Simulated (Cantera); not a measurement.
A perfectly stirred reactor is fed with 9.10 % CH₄, 18.4 % O₂, 69.2 % N₂, 3.37 % H₂O, at 200000 Pa; it is adiabatic with a 773 K inlet, and is followed from long to short residence time, starting on the burning branch (τ in s: 0.17, 0.071, 0.03, 0.012, 0.0051, 0.0021, 0.00088, 0.00037, 0.00015, 6.3e-05).

Model: GRI-Mech 3.0 (53 species, 325 reactions), integrated in Cantera.

One state of this run: T (K) = 2394; x CH₄ = 1.42e-5; x O₂ = 0.0113; x H₂O = 0.200; x O = 0.000974; x CH₃ = 8.72e-6; x H = 0.00150; x CH₂CO = 5.76e-9. x: mole fraction; the columns are a selection and need not sum to one.

Question: Which value of τ (s) does it belong to?
(A) 6.3e-5
(B) 0.00015
(C) 0.0051
(D) 0.17

Answer: C, 0.0051
